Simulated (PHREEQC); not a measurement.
Solution (90 °C): 0.14 mol HBr, 0.00011 mol NiCl2 and 8.9e-05 mol CuCl2 per kg of water. Closed to the air; pH follows from the charge balance.

Equilibrium calculation in PHREEQC: ion-association model, wateq4f.dat.

```json
[
 {"quantity": "pH", "before": "0.96", "after": "0.96"},
 {"quantity": "ionic strength (mol/kgw)", "before": "0.141", "after": "0.142"},
 {"quantity": "CuCl+ (mol/kgw)", "before": "4.08e-7", "after": "1.29e-6"},
 {"quantity": "NiCl+ (mol/kgw)", "before": "2.72e-8", "after": "4.35e-7"},
 {"quantity": "SI of Tenorite (CuO)", "before": "-8.26", "after": "-8.27"},
 {"quantity": "SI of Cu(OH)2 (Cu(OH)2)", "before": "-9.28", "after": "-9.29"}
]
```

**Question.** Name the change that produced these shifts.
A. NiCl2 from 0.00011 to 0.00055 mol/kgw
B. NiCl2 from 0.00011 to 0.00022 mol/kgw
C. diluted 10-fold with water
D. temperature from 90 to 5 °C
E. diluted 5-fold with water

**Answer.** A, NiCl2 from 0.00011 to 0.00055 mol/kgw

Precipitation was switched off in this run. Away from 25 °C the constants follow the database's enthalpies or fits; those with neither stay at their 25 °C values.
